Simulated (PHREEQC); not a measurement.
A solution holds 1.3 mol LiCl, 0.95 mol KCl and 0.66 mol NaCl per kg of water, at 25 °C and 300 atm. Closed to the air; pH follows from the charge balance.

All values are PHREEQC results (Pitzer model, pitzer.dat), not measurements.

This is a speciation only: nothing precipitates in the calculation.

**Question.** Predict the activity of water, density.

**Answer.** activity of water 0.890; density 1.099 g/cm³.

Species that the database lacks are ignored. Under pressure, the constants of complexes without a molar volume in the database are unreliable.
